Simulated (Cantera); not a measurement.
Input: 1 mol TEOS, 3.2 mol NO, 1.3 mol N₂, 0.22 mol CO₂, equilibrated at 1873 K and 1.00 bar.

Cantera equilibrium calculation (NASA polynomials, part measured and part estimated; ideal gas, pure solids and liquids). The feed counts by its element totals alone. Mutual solubility and eutectic melting of coexisting phases are not modelled. Kinetics and transport are ignored.

| species | before | after |
|---|---|---|
| H₂ | 0.490 | 0.511 |
| CO | 0.366 | 0.365 |
| N₂ | 0.137 | 0.123 |
| SiO | 0.00448 | 0.000116 |
| H | 0.000452 | 6.49e-5 |
| HNC | 7.41e-5 | 1.82e-5 |
| C₂H₂ (acetylene) | 8.49e-5 | 2.33e-5 |
| CH₄ | 0.000109 | 0.000347 |
| CO₂ | 8.83e-6 | 2.67e-5 |
| H₂O | 4.85e-5 | 0.000120 |
| SiC(s), mol | 0.724 | 0 |
| Si₂N₂O(s), mol | 0.0925 | 0.499 |
| C(graphite), mol | 0 | 1.06 |
Gas species are given as mole fractions.

Question: Name the change that produced these shifts.
A. TEOS replaced by HMDSO
B. temperature from 1873 K to 1650 K
C. pressure from 1.00 bar to 12.0 mbar
D. temperature from 1873 K to 525 K

Answer: B, temperature from 1873 K to 1650 K
